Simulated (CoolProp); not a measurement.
Vapour-liquid equilibrium of ethane (1) + propane (2) at -62.85 °C; x and y are mole fractions of (1).

Computed with CoolProp (multi-fluid Helmholtz-energy mixture model, Bücker 2006 and Lemmon 2009; pair parameters Kunz 2012).

| x | bubble pressure (bar) | y at the bubble point | dew pressure at overall composition x (bar) | liquid density (mol/L) |
|---|---|---|---|---|
| 0.05 | 0.5066 | 0.308 | 0.3836 | 13.85 |
| 0.15 | 0.7833 | 0.594 | 0.4235 | 14.15 |
| 0.25 | 1.060 | 0.731 | 0.4726 | 14.46 |
| 0.35 | 1.342 | 0.813 | 0.5344 | 14.77 |
| 0.45 | 1.632 | 0.868 | 0.6148 | 15.10 |
| 0.55 | 1.932 | 0.908 | 0.7233 | 15.42 |
| 0.65 | 2.242 | 0.938 | 0.8777 | 15.76 |
| 0.75 | 2.560 | 0.961 | 1.114 | 16.10 |
| 0.85 | 2.886 | 0.979 | 1.523 | 16.44 |
| 0.95 | 3.215 | 0.994 | 2.396 | 16.79 |

No azeotrope shows between x = 0.05 and 0.95.

Pair parameters are fitted to limited data, so mixtures are less certain than the pure fluids.
